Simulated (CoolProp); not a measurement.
Values from CoolProp's reference Helmholtz-energy equation of state, Lemmon 2000. It is a pseudo-pure fit of the blend.

Task: For dry air, give the phase and the cp (kJ/(kg K)), speed of sound (m/s), viscosity (µPa s) at 79 K and 1350 kPa.

Result: 
- 79 K and 1350 kPa: liquid; cp 1.92, speed of sound 874, viscosity 170

Viscosity comes from a separate model (Lemmon 2004).
